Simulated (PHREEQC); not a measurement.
PHREEQC input (ion-association model, wateq4f.dat):

```
PHASES
  Fix_H+
    H+ = H+
    -log_k 0
SOLUTION 1
  temp 25
  units mol/kgw
  pH 7 charge
  Cl 0.001
  Na 0.001
END
SELECTED_OUTPUT 1
  -reset false
  -pH true
  -pe true
  -ionic_strength true
  -water true
  -totals Ca Cl Na S S(-2) S(6)
  -molalities H+ Ca+2 Cl- Na+ SO4-2 CaSO4 NaSO4- CaOH+ HSO4- H2S
    HS- S-2 O2 OH- CaHSO4+
  -equilibrium_phases Gypsum
  -saturation_indices Portlandite Halite Mirabilite
PRINT
  -reset false
USE solution 1
EQUILIBRIUM_PHASES 1
  Fix_H+ -4 HCl 10
    -force_equality true
  Gypsum 0 0.05
  O2(g) -0.68 10
END
# ... the last block is repeated for the other 16 points of pH, with NaOH or the acid as the point needs
```

Selected output (columns that matter, 17 of 17 rows; pH added in front):

```
pH	mu	Ca	Cl	Na	S	m_H+	m_Ca+2	m_Cl-	m_Na+	m_SO4-2	Gypsum	si_Portlandite	si_Halite	si_Mirabilite
4	0.043431	0.015799	0.0011787	0.00099943	0.015799	0.00011635	0.010605	0.0011787	0.00097489	0.010521	0.034192	-17.084	-7.6869	-7.367
4.5	0.043265	0.015765	0.0010562	0.00099943	0.015765	3.6787e-05	0.010574	0.0010562	0.00097484	0.01053	0.034226	-16.085	-7.7344	-7.366
5	0.043212	0.015755	0.0010174	0.00099943	0.015755	1.1632e-05	0.010564	0.0010174	0.00097483	0.010533	0.034236	-15.086	-7.7506	-7.3656
5.5	0.043196	0.015751	0.0010051	0.00099943	0.015751	3.6784e-06	0.010561	0.0010051	0.00097482	0.010534	0.03424	-14.086	-7.7558	-7.3655
6	0.04319	0.01575	0.0010012	0.00099943	0.01575	1.1632e-06	0.01056	0.0010012	0.00097482	0.010535	0.034241	-13.086	-7.7575	-7.3655
6.5	0.043189	0.01575	0.00099996	0.00099943	0.01575	3.6784e-07	0.01056	0.00099996	0.00097482	0.010535	0.034241	-12.086	-7.758	-7.3655
7	0.043188	0.01575	0.00099948	0.00099943	0.01575	1.1632e-07	0.010559	0.00099948	0.00097482	0.010535	0.034241	-11.086	-7.7582	-7.3655
7.5	0.043188	0.01575	0.00099943	0.00099979	0.01575	3.6784e-08	0.010559	0.00099943	0.00097517	0.010535	0.034241	-10.086	-7.7581	-7.3652
8	0.04319	0.01575	0.00099943	0.0010007	0.01575	1.1632e-08	0.01056	0.00099943	0.00097609	0.010535	0.034241	-9.0857	-7.7577	-7.3643
8.5	0.043194	0.01575	0.00099943	0.0010036	0.01575	3.6784e-09	0.01056	0.00099943	0.00097889	0.010535	0.034241	-8.0857	-7.7564	-7.3619
9	0.043206	0.015752	0.00099943	0.0010126	0.015752	1.1632e-09	0.01056	0.00099943	0.0009877	0.010536	0.03424	-7.0857	-7.7526	-7.3541
9.5	0.043244	0.015755	0.00099943	0.0010412	0.015755	3.6786e-10	0.010562	0.00099943	0.0010156	0.01054	0.034236	-6.0858	-7.7405	-7.33
10	0.043366	0.015768	0.00099943	0.0011315	0.015768	1.1634e-10	0.010568	0.00099943	0.0011037	0.01055	0.034223	-5.0859	-7.7046	-7.2578
10.5	0.043752	0.015807	0.00099943	0.0014175	0.015807	3.6806e-11	0.010585	0.00099943	0.0013825	0.010582	0.034184	-4.0861	-7.6073	-7.0624
11	0.044972	0.01593	0.00099943	0.002324	0.01593	1.1654e-11	0.01064	0.00099943	0.0022666	0.010684	0.03406	-3.087	-7.3944	-6.6339
11.5	0.048824	0.016314	0.00099941	0.0052134	0.016314	3.6997e-12	0.010806	0.00099941	0.0050839	0.011	0.033676	-2.0896	-7.0489	-5.9351
12	0.060986	0.017475	0.00099937	0.014554	0.017475	1.1825e-12	0.011282	0.00099937	0.014187	0.011934	0.032514	-1.0968	-6.6181	-5.0516
```

Complexes and solids missing from the database can't appear.
